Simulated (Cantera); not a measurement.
## Tantalum, niobium, vanadium and zirconium in process gases: V + O2 + H2

Charge: 1 mol V, 0.034 mol O2, 7.8 mol H2, at 0.100 bar.

Cantera equilibrium calculation (NASA polynomials, part measured and part estimated; ideal gas, pure solids and liquids). Candidate condensed phases: H2O, V, VO, V2O3, V2O4, V2O5; 12 gas species. Each liquid is taken as pure. Mutual solubility and eutectic melting of coexisting phases are not modelled. VO: taken at fixed stoichiometry. Condensed phases not in the tables: N, O or C dissolved in the metal. The numbers say what is thermodynamically allowed, not how fast it happens.

From 950 °C to 1750 °C the condensed part is V(s) + VO(s). At 1850 °C the condensed part is V(s) + VO(l). From 1950 °C to 2150 °C the condensed part is V(l) + VO(l). At 2250 °C the condensed part is V(l).

| T (°C) | x H2 | x H | x V | x VO | x H2O | x VO2 | x OH | n V(s) | n VO(s) | n VO(l) | n V(l) |
|---|---|---|---|---|---|---|---|---|---|---|---|
| 950 | 1.000 | 9.51e-7 | <1e-12 | <1e-12 | 5.84e-7 | <1e-12 | <1e-12 | 0.932 | 0.0680 | 0 | 0 |
| 1050 | 1.000 | 5.01e-6 | 3.71e-12 | 1.72e-12 | 2.09e-6 | <1e-12 | <1e-12 | 0.932 | 0.0680 | 0 | 0 |
| 1150 | 1.000 | 2.10e-5 | 9.71e-11 | 5.27e-11 | 6.18e-6 | 1.04e-12 | 2.82e-12 | 0.932 | 0.0680 | 0 | 0 |
| 1250 | 1.000 | 7.31e-5 | 1.65e-9 | 1.01e-9 | 1.57e-5 | 2.77e-11 | 3.53e-11 | 0.932 | 0.0679 | 0 | 0 |
| 1350 | 1.000 | 0.000219 | 1.96e-8 | 1.33e-8 | 3.52e-5 | 4.83e-10 | 3.22e-10 | 0.932 | 0.0677 | 0 | 0 |
| 1450 | 0.999 | 0.000576 | 1.74e-7 | 1.28e-7 | 7.12e-5 | 5.92e-9 | 2.25e-9 | 0.933 | 0.0674 | 0 | 0 |
| 1550 | 0.998 | 0.00137 | 1.21e-6 | 9.45e-7 | 0.000132 | 5.41e-8 | 1.26e-8 | 0.933 | 0.0670 | 0 | 0 |
| 1650 | 0.997 | 0.00297 | 6.85e-6 | 5.61e-6 | 0.000229 | 3.86e-7 | 5.89e-8 | 0.934 | 0.0662 | 0 | 0 |
| 1750 | 0.994 | 0.00599 | 3.25e-5 | 2.76e-5 | 0.000373 | 2.23e-6 | 2.34e-7 | 0.935 | 0.0648 | 0 | 0 |
| 1850 | 0.988 | 0.0113 | 0.000133 | 0.000106 | 0.000527 | 9.03e-6 | 7.44e-7 | 0.935 | 0 | 0.0629 | 0 |
| 1950 | 0.978 | 0.0200 | 0.000465 | 0.000337 | 0.000690 | 2.91e-5 | 2.04e-6 | 0 | 0 | 0.0594 | 0.934 |
| 2050 | 0.963 | 0.0338 | 0.00141 | 0.000967 | 0.000910 | 8.72e-5 | 5.31e-6 | 0 | 0 | 0.0516 | 0.929 |
| 2150 | 0.938 | 0.0543 | 0.00387 | 0.00253 | 0.00116 | 0.000238 | 1.27e-5 | 0 | 0 | 0.0343 | 0.912 |
| 2250 | 0.899 | 0.0833 | 0.00977 | 0.00577 | 0.00135 | 0.000535 | 2.66e-5 | 0 | 0 | 0 | 0.867 |
x: gas mole fraction; n: condensed amount in mol.
